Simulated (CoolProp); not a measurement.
Properties of n-perfluorohexane at several states (Tc = 448.0 K, pc = 1.742 MPa, ω = 0.497).

The numbers come from the reference Helmholtz-energy equation of state, Gao 2022 in CoolProp.

```csv
T (K),p (MPa),phase,Z,cp (kJ/(kg K)),cv (kJ/(kg K)),speed of sound (m/s),expansivity (1/kK),fugacity coefficient
268.2,0.0991,liquid,0.008530,0.9999,0.8080,(withheld),1.580,0.06615
298.8,4.07,liquid,0.3273,1.042,0.8533,(withheld),1.623,0.01005
228.8,2.11,liquid,0.1999,0.9376,0.7450,705.7,(withheld),(withheld)
225.5,0.0189,liquid,0.001813,0.9334,0.7390,706.1,1.478,(withheld)
448.7,0.182,gas,(withheld),1.014,(withheld),102.6,2.550,0.9638
416,0.171,gas,0.9537,0.9819,(withheld),97.94,2.834,0.9556
```

Q: Some entries are withheld; supply them.

A: 
- 268.2, speed of sound (m/s): 595.5
- 298.8, speed of sound (m/s): 540.6
- 228.8, expansivity (1/kK): 1.459
- 228.8, fugacity coefficient: 0.0002380
- 225.5, fugacity coefficient: 0.01634
- 448.7, Z: 0.9626
- 448.7, cv (kJ/(kg K)): 0.9839
- 416, cv (kJ/(kg K)): 0.9509
